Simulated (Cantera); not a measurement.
Source: NASA polynomial tables (part measured, part estimated), evaluated in Cantera. Values are per mole of reaction as written; species without (g) are pure solids or liquids, kept so even where they would boil at 1 bar.

Between 823 and 2173 K, where is each reaction favourable under standard conditions?
- 3 Sr(OH)₂ → 3 SrO + 6 H(g) + O₃(g)


- 3 Sr(OH)₂ → 3 SrO + 6 H(g) + O₃(g): ΔG° is 1912 kJ at 823 K and 1016 kJ at 2173 K; it stays positive (K < 1). ΔH° is 2367 kJ and ΔS° 622 J/K at 2173 K.
